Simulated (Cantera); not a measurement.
## Hydrocarbon pyrolysis for carbon deposition

An isothermal, constant-pressure homogeneous reactor starts with C₂H₄ : H₂ = 1 : 8.6 (molar parts), at 1500 K and 46.0 Pa.

Cantera simulation using GRI-Mech 3.0 (53 species, 325 reactions); the numbers are that mechanism's predictions, not measurements. GRI-Mech 3.0 was tuned for natural gas; its chemistry of ethylene as a main component is partial and can be far from experiment. GRI-Mech 3.0 stops at C3 and has no aromatics, soot or wall deposition, so with more carbon than oxygen in the feed, carbon stays in small species such as C2H2 where larger ones or solid carbon would form. Radical loss at walls, strong at low pressure, is not modelled.

| t (s) | x C₂H₄ | x H₂ | x CH₃ | x C₂H₆ | x H | x C₂H |
|---|---|---|---|---|---|---|
| 1.00e-5 | 0.104 | 0.896 | <1e-12 | <1e-12 | 2.41e-11 | <1e-12 |
| 3.46e-5 | 0.104 | 0.896 | <1e-12 | <1e-12 | 8.46e-11 | <1e-12 |
| 0.000119 | 0.104 | 0.896 | <1e-12 | <1e-12 | 3.06e-10 | <1e-12 |
| 0.000412 | 0.104 | 0.896 | <1e-12 | 4.58e-12 | 1.18e-9 | <1e-12 |
| 0.00143 | 0.104 | 0.896 | <1e-12 | 4.10e-11 | 4.58e-9 | <1e-12 |
| 0.00492 | 0.104 | 0.896 | 3.90e-12 | 2.42e-10 | 1.69e-8 | <1e-12 |
| 0.0170 | 0.104 | 0.896 | 2.56e-11 | 9.58e-10 | 5.96e-8 | <1e-12 |
| 0.0588 | 0.104 | 0.896 | 9.45e-11 | 3.10e-9 | 2.08e-7 | <1e-12 |
| 0.203 | 0.102 | 0.896 | 2.49e-10 | 7.74e-9 | 7.31e-7 | 2.99e-12 |
| 0.702 | 0.0967 | 0.897 | 4.56e-10 | 1.29e-8 | 2.55e-6 | 3.61e-11 |
| 2.42 | 0.0789 | 0.898 | 7.80e-10 | 1.77e-8 | 7.51e-6 | 3.60e-10 |
| 8.38 | 0.0353 | 0.902 | 1.22e-9 | 1.23e-8 | 1.50e-5 | 1.95e-9 |
| 28.9 | 0.000491 | 0.906 | 6.51e-9 | 5.09e-10 | 7.53e-5 | 1.47e-8 |
| 100 | 1.19e-5 | 0.905 | 4.57e-8 | 2.12e-11 | 0.000510 | 1.00e-7 |
x: mole fraction; the columns are a selection and need not sum to one.

Equilibrium at this temperature and pressure: C₂H₄ 1.11e-5, H₂ 0.905, CH₃ 1.81e-6, C₂H₆ 3.97e-11, H 0.000786, C₂H 1.54e-7 (gas phase only).
